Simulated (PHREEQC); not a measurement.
Make-up at 25 °C: 0.0077 mol NaF per kg of water. Closed to the air; pH follows from the charge balance.

All values are PHREEQC results (ion-association model, phreeqc.dat), not measurements.

The pH comes out as 7.51 and the ionic strength comes out as 0.00767 mol/kgw. The specific conductance is 754 µS/cm.

```
species  molality  activity   log γ
-------  --------  --------  ------
F-        0.00767   0.00699  -0.041
Na+       0.00767   0.00701  -0.039
NaF       2.81e-5   2.82e-5   0.001
OH-       3.63e-7   3.31e-7  -0.041
HF        3.20e-7   3.21e-7   0.001
H+        3.32e-8   3.06e-8  -0.035
HF2-      9.43e-9   8.60e-9  -0.040
```

This is a speciation only: nothing precipitates in the calculation.
